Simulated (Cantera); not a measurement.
Input: 1 mol LiOH, 1.5 mol H2, 0.42 mol O2, at 100 Torr.

Cantera equilibrium calculation (NASA polynomials, part measured and part estimated; ideal gas, pure solids and liquids). Candidate condensed phases: H2O, Li, LiH, LiOH, Li2O; 17 gas species. Kinetics and transport are ignored. All values below are at 1300 K.

Base state: H2O 0.663, H2 0.329, LiOH 0.00761, Li2(OH)2 0.000204 (mole fractions); condensed: Li2O(s).

Task: What changes in the equilibrium state with this change: O2 from 0.42 to 0.011 mol?

Result: 
```csv
species,before,after
H2,0.329,0.737
H2O,0.663,0.258
LiOH,0.00761,0.00474
Li2(OH)2,0.000204,7.94e-5
"Li2O(s), mol",0.492,0.495
```
